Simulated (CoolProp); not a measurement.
Vapour-liquid equilibrium of R134a (1) + R142b (2) at 23.8 kPa; x and y are mole fractions of (1).

The numbers come from the multi-fluid Helmholtz-energy mixture model, Tillner-Roth 1994 and Lemmon 2006; pair parameters Bell 2016 in CoolProp.

Problem. Give the bubble temperature and the first vapour's composition at x = 0.125, 0.425, 0.8. Is there an azeotrope?

Solution. x = 0.125: 229.7 K, y = 0.270; x = 0.425: 224.5 K, y = 0.631; x = 0.8: 220.9 K, y = 0.879. No azeotrope shows between x = 0.05 and 0.95.

The pair parameters rest on a limited set of measurements; away from them the model extrapolates.
